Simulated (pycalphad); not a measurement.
Effect of Si content in Al-Mg-Si

All values are pycalphad results on the COST 507 light-alloy database (1999) (1 atm), not direct measurements. The data set is of 1999 and partly superseded. Phase fractions are per mole of atoms.

### Question
One of these alloys has its liquidus at 881 K, its solidus at 777 K, and holds fcc 0.79, ALMG_BETA 0.13, MG2SI 0.08 at 550 K. Which?
A. Al-15.6Mg-2.7Si (at.%)
B. Al-15.6Mg-10.8Si (at.%)
C. Al-15.6Mg-8.1Si (at.%)

### Answer
A, Al-15.6Mg-2.7Si (at.%). The others: Al-15.6Mg-8.1Si (at.%), liquidus 939, solidus 847; Al-15.6Mg-10.8Si (at.%), liquidus 951, solidus 831

Database names, with the compositions (at.%) that they take in these runs: MG2SI: Mg 67 Si 33; ALMG_BETA: Al 61 Mg 39.
